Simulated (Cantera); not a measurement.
Thermodynamics of fluorocarbon and chlorocarbon gases, feed c-C4F8 + Si + H2

Feed: 1 mol c-C4F8, 0.014 mol Si, 0.74 mol H2, at 13.3 mbar.

Cantera equilibrium calculation (NASA polynomials, part measured and part estimated; ideal gas, pure solids and liquids). Candidate condensed phases: C, C6H6, C7H8, C8H18, Si, SiC; 113 gas species. The feed counts by its element totals alone. Condensed phases not in the tables: fluorocarbon polymer. Gases not in the tables: C2F6 and larger saturated fluorocarbons. Kinetics and transport are ignored.

From 873 K to 2073 K the condensed part is C(graphite). The main Si-bearing gas is SiF4 throughout.

```json
[
 {"T (K)": "873", "log p CF4": "-2.16", "log p HF": "-2.20", "log p CF2": "-12.50", "log p F": "<-13", "log p CF3": "-11.83", "log p SiF4": "-4.22", "log p CF": "<-13", "log p C2F4": "<-13", "n C(graphite)": "2.38"},
 {"T (K)": "973", "log p CF4": "-2.16", "log p HF": "-2.20", "log p CF2": "-10.76", "log p F": "-12.21", "log p CF3": "-10.42", "log p SiF4": "-4.22", "log p CF": "<-13", "log p C2F4": "<-13", "n C(graphite)": "2.38"},
 {"T (K)": "1073", "log p CF4": "-2.16", "log p HF": "-2.20", "log p CF2": "-9.34", "log p F": "-10.63", "log p CF3": "-9.28", "log p SiF4": "-4.22", "log p CF": "<-13", "log p C2F4": "-13.63", "n C(graphite)": "2.38"},
 {"T (K)": "1173", "log p CF4": "-2.16", "log p HF": "-2.20", "log p CF2": "-8.17", "log p F": "-9.32", "log p CF3": "-8.33", "log p SiF4": "-4.22", "log p CF": "<-13", "log p C2F4": "-12.48", "n C(graphite)": "2.38"},
 {"T (K)": "1273", "log p CF4": "-2.16", "log p HF": "-2.20", "log p CF2": "-7.19", "log p F": "-8.21", "log p CF3": "-7.53", "log p SiF4": "-4.22", "log p CF": "-13.04", "log p C2F4": "-11.51", "n C(graphite)": "2.38"},
 {"T (K)": "1373", "log p CF4": "-2.16", "log p HF": "-2.20", "log p CF2": "-6.35", "log p F": "-7.26", "log p CF3": "-6.85", "log p SiF4": "-4.22", "log p CF": "-11.59", "log p C2F4": "-10.69", "n C(graphite)": "2.38"},
 {"T (K)": "1473", "log p CF4": "-2.16", "log p HF": "-2.20", "log p CF2": "-5.63", "log p F": "-6.45", "log p CF3": "-6.27", "log p SiF4": "-4.22", "log p CF": "-10.34", "log p C2F4": "-9.97", "n C(graphite)": "2.38"},
 {"T (K)": "1573", "log p CF4": "-2.16", "log p HF": "-2.20", "log p CF2": "-5.00", "log p F": "-5.73", "log p CF3": "-5.76", "log p SiF4": "-4.22", "log p CF": "-9.24", "log p C2F4": "-9.35", "n C(graphite)": "2.38"},
 {"T (K)": "1673", "log p CF4": "-2.16", "log p HF": "-2.20", "log p CF2": "-4.45", "log p F": "-5.11", "log p CF3": "-5.31", "log p SiF4": "-4.22", "log p CF": "-8.28", "log p C2F4": "-8.80", "n C(graphite)": "2.38"},
 {"T (K)": "1773", "log p CF4": "-2.17", "log p HF": "-2.20", "log p CF2": "-3.96", "log p F": "-4.55", "log p CF3": "-4.92", "log p SiF4": "-4.22", "log p CF": "-7.43", "log p C2F4": "-8.32", "n C(graphite)": "2.37"},
 {"T (K)": "1873", "log p CF4": "-2.18", "log p HF": "-2.20", "log p CF2": "-3.53", "log p F": "-4.05", "log p CF3": "-4.57", "log p SiF4": "-4.23", "log p CF": "-6.68", "log p C2F4": "-7.89", "n C(graphite)": "2.35"},
 {"T (K)": "1973", "log p CF4": "-2.21", "log p HF": "-2.22", "log p CF2": "-3.16", "log p F": "-3.61", "log p CF3": "-4.27", "log p SiF4": "-4.24", "log p CF": "-6.00", "log p C2F4": "-7.53", "n C(graphite)": "2.31"},
 {"T (K)": "2073", "log p CF4": "-2.27", "log p HF": "-2.24", "log p CF2": "-2.84", "log p F": "-3.22", "log p CF3": "-4.03", "log p SiF4": "-4.26", "log p CF": "-5.41", "log p C2F4": "-7.24", "n C(graphite)": "2.23"}
]
```
log p: log10 of the partial pressure in bar; n: condensed amount in mol.
